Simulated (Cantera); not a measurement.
An isothermal, constant-pressure homogeneous reactor starts with 41.9 % H2, 29.9 % O2, 28.1 % N2, equivalence ratio 0.70, at 1275 K and 0.405 atm.

Computed with Cantera and the H2/O2 subset of GRI-Mech 3.0, which has no nitrogen chemistry. The temperature is held fixed by assumption; the heat of reaction is taken as removed at once.

x: mole fraction; the columns are a selection and need not sum to one.

```tsv
t (s)	x H2	x O2	x H	x OH	x H2O2	x O
6.00e-5	0.0491	0.133	0.0843	0.0125	1.21e-5	0.0229
0.000133	0.0105	0.116	0.00494	0.00460	1.21e-5	0.00310
0.000293	0.00183	0.114	0.000243	0.00151	5.02e-6	0.000405
0.000648	0.000348	0.114	1.90e-5	0.000638	1.83e-6	7.06e-5
0.00143	6.70e-5	0.114	1.98e-6	0.000317	6.82e-7	1.62e-5
0.00317	1.41e-5	0.114	2.69e-7	0.000173	2.64e-7	4.68e-6
0.00701	3.76e-6	0.114	4.97e-8	0.000102	1.08e-7	1.61e-6
0.0155	[?]	0.114	[?]	[?]	[?]	[?]
0.0343	5.28e-7	0.114	3.30e-9	4.15e-5	2.13e-8	2.71e-7
0.0757	2.53e-7	0.114	1.13e-9	2.85e-5	1.06e-8	1.28e-7
0.167	1.60e-7	0.114	5.57e-10	2.17e-5	6.37e-9	7.44e-8
0.370	1.38e-7	0.114	4.37e-10	1.95e-5	5.25e-9	6.03e-8
0.818	1.37e-7	0.114	4.28e-10	1.93e-5	5.16e-9	5.92e-8
1.81	1.37e-7	0.114	4.28e-10	1.93e-5	5.16e-9	5.92e-8
4.00	1.37e-7	0.114	4.28e-10	1.93e-5	5.16e-9	5.92e-8
```

Q: Fill in the missing entries.

A: 
- 0.0155, x H2: 1.29e-6
- 0.0155, x H: 1.18e-8
- 0.0155, x OH: 6.35e-5
- 0.0155, x H2O2: 4.65e-8
- 0.0155, x O: 6.32e-7
